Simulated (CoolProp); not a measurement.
Vapour-liquid equilibrium of R22 (1) + R114 (2) at 1230 kPa; x and y are mole fractions of (1).

The numbers come from the multi-fluid Helmholtz-energy mixture model, Kamei 1995 and Platzer 1990; pair parameters Bell 2016 in CoolProp. This equation is an older, rougher fit; its heat capacities, sound speeds and derivatives of the liquid may be far off and weren't checked against measurements.

| x | bubble temperature (°C) | y at the bubble point | dew temperature at overall composition x (°C) | liquid density (mol/L) |
|---|---|---|---|---|
| 0.05 | 85.4 | 0.152 | 90.5 | 7.343 |
| 0.15 | 73.2 | 0.378 | 85.5 | 7.888 |
| 0.25 | 64.2 | 0.528 | 80.3 | 8.401 |
| 0.35 | … | 0.634 | 74.8 | 8.912 |
| 0.45 | … | 0.714 | … | 9.445 |
| 0.55 | 47.1 | 0.780 | 62.8 | 10.02 |
| 0.65 | 43.0 | 0.837 | 56.2 | 10.64 |
| 0.75 | 39.3 | … | 49.2 | 11.34 |
| 0.85 | 35.9 | 0.935 | 42.0 | 12.12 |
| 0.95 | 32.7 | 0.979 | 34.8 | 13.00 |

Task: Some entries are withheld; supply them.

Result: 
- 0.35, bubble temperature (°C): 57.3
- 0.45, bubble temperature (°C): 51.7
- 0.45, dew temperature at overall composition x (°C): 69.0
- 0.75, y at the bubble point: 0.888

No azeotrope shows between x = 0.05 and 0.95.

The pair parameters rest on a limited set of measurements; away from them the model extrapolates.
